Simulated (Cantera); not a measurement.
# C₂H₆ + NH₃ + N₂ (carbon deposition, reforming and gasification)

A closed system holds: 1 mol C₂H₆, 0.18 mol NH₃, 3.5 mol N₂, at 950 K.

Equilibrium computed with Cantera from the NASA thermochemical tables; the gas is ideal and each condensed phase is pure. Candidate condensed phases: C, C₆H₆, C₇H₈, C₈H₁₈; 92 gas species. The ideal-gas law is rough above about 30 bar. The numbers say what is thermodynamically allowed, not how fast it happens.

| P (Pa) | x N₂ | x H₂ | x CH₄ | x NH₃ | x C₂H₆ | x HCN | x C₂H₄ | x CH₃CN | n C(graphite) |
|---|---|---|---|---|---|---|---|---|---|
| 10 | 0.523 | 0.477 | 3.81e-6 | 1.96e-8 | <1e-12 | 1.11e-6 | 1.05e-11 | 1.73e-12 | 2.00 |
| 72 | 0.523 | 0.477 | 2.74e-5 | 1.41e-7 | <1e-12 | 1.11e-6 | 7.58e-11 | 1.24e-11 | 2.00 |
| 520 | 0.523 | 0.476 | 0.000198 | 1.02e-6 | 9.13e-12 | 1.11e-6 | 5.47e-10 | 8.98e-11 | 2.00 |
| 3700 | 0.524 | 0.475 | 0.00140 | 7.22e-6 | 4.57e-10 | 1.11e-6 | 3.86e-9 | 6.36e-10 | 1.99 |
| 27000 | 0.528 | 0.462 | 0.00966 | 5.08e-5 | 2.24e-8 | 1.10e-6 | 2.67e-8 | 4.48e-9 | 1.93 |
| 190000 | 0.550 | 0.399 | 0.0507 | 0.000293 | 7.17e-7 | 1.05e-6 | 1.40e-7 | 2.58e-8 | 1.67 |
| 1400000 | 0.601 | 0.251 | 0.148 | 0.00112 | 9.65e-6 | 8.66e-7 | 4.08e-7 | 9.89e-8 | 1.12 |
| 10000000 | 0.646 | 0.118 | 0.234 | 0.00269 | 5.14e-5 | 6.16e-7 | 6.46e-7 | 2.37e-7 | 0.704 |
x: gas mole fraction; n: condensed amount in mol.

From 10.0 Pa to 100 bar the condensed part is C(graphite). The main C-bearing gas is CH₄ throughout.
